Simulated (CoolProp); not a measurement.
A closed Brayton cycle with carbon dioxide: compressor inlet 316.15 K and 9.6 MPa, high pressure 31.7 MPa, turbine inlet 685 K, compressor efficiency 0.8, turbine efficiency 0.9, recuperator effectiveness 0.8 (on enthalpy, no pinch check). Each further row changes one setting.

The numbers come from the reference Helmholtz-energy equation of state, Span 1996 in CoolProp.

```
case                           thermal efficiency (%)  net work (kJ/kg)  compressor to turbine work  compressor exit (K)  turbine exit (K)
-----------------------------  ----------------------  ----------------  --------------------------  -------------------  ----------------
as stated                                        27.3              77.9                        0.37                374.4             556.1
turbine inlet 635 K                              25.1              65.9                        0.41                374.4             510.9
compressor inlet 326.15 K                        24.4              60.8                        0.51                416.6             556.1
high pressure 26.9 MPa                           26.3              71.6                        0.34                365.5             573.3
recuperator effectiveness 0.5                    22.2              77.9                        0.37                374.4             556.1
```
